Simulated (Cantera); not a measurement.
Charge: 1 mol TiC, 0.93 mol H2, held at 2575 °C and 0.0640 bar.

Cantera equilibrium calculation (NASA polynomials, part measured and part estimated; ideal gas, pure solids and liquids). Candidate condensed phases: C, C6H6, C7H8, C8H18, Ti, TiC; 77 gas species. TiC: taken at fixed stoichiometry. Rates play no part.

Base state: H2 0.679, H 0.315, Ti 0.00420, C2H2 (acetylene) 0.00191, C2H 0.000121, C 4.63e-5, C3 1.70e-5 (mole fractions); condensed: TiC(s).

Task: What changes in the equilibrium state with this change: temperature from 2575 °C to 1377 °C?

Result: 
```json
[
 {"species": "H2", "before": "0.679", "after": "1.000"},
 {"species": "H", "before": "0.315", "after": "0.000359"},
 {"species": "Ti", "before": "0.00420", "after": "1.65e-8"},
 {"species": "C2H2 (acetylene)", "before": "0.00191", "after": "<1e-9"},
 {"species": "C2H", "before": "0.000121", "after": "<1e-9"},
 {"species": "C", "before": "4.63e-5", "after": "<1e-9"},
 {"species": "C3", "before": "1.70e-5", "after": "<1e-9"},
 {"species": "TiC(s), mol", "before": "0.995", "after": "1.00"}
]
```
